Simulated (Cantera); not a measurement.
Cantera with NASA thermochemical tables; ideal gases at 1 bar, condensed phases pure. Values are per mole of reaction as written; species without (g) are pure solids or liquids, kept so even where they would boil at 1 bar.

Question: Between 1825 and 2350 K, where is each reaction favourable under standard conditions?
- 4 F2(g) + 2 Cu2O → O2(g) + 4 CuF2

Answer: 
- 4 F2(g) + 2 Cu2O → O2(g) + 4 CuF2: ΔG° is -1176 kJ at 1825 K and -1061 kJ at 2350 K; it stays negative (K > 1). ΔH° is -1550 kJ and ΔS° -208 J/K at 2350 K.
